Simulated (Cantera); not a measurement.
What does this Cantera script print?

```python
import numpy as np
import cantera as ct

gas = ct.Solution("gri30.yaml")


def delay(T, t_max=10):
    gas.TPX = T, 1000000, {'CH4': 1, 'O2': 1.54, 'N2': 5.78}
    reactor = ct.IdealGasConstPressureReactor(gas, clone=False)
    net = ct.ReactorNet([reactor])
    net.rtol, net.atol = 1e-8, 1e-16
    while net.time < t_max:
        t_old, T_old = net.time, reactor.T
        net.step()
        if reactor.T > T + 400:  # ignition: a rise of 400 K
            return t_old + (T + 400 - T_old) / (reactor.T - T_old) * (net.time - t_old)
    return np.nan


taus = []
for T in [1025, 1100, 1175, 1250, 1325, 1400, 1475]:
    taus.append(delay(T))
    print(f"T0 = {T:6g} K   tau = {taus[-1]:.4e} s")
```

It prints:

```
T0 =   1025 K   tau = 6.0692e-02 s
T0 =   1100 K   tau = 1.9893e-02 s
T0 =   1175 K   tau = 7.3761e-03 s
T0 =   1250 K   tau = 2.9609e-03 s
T0 =   1325 K   tau = 1.2638e-03 s
T0 =   1400 K   tau = 5.6812e-04 s
T0 =   1475 K   tau = 2.6704e-04 s
```

Model: GRI-Mech 3.0 (53 species, 325 reactions), integrated in Cantera.
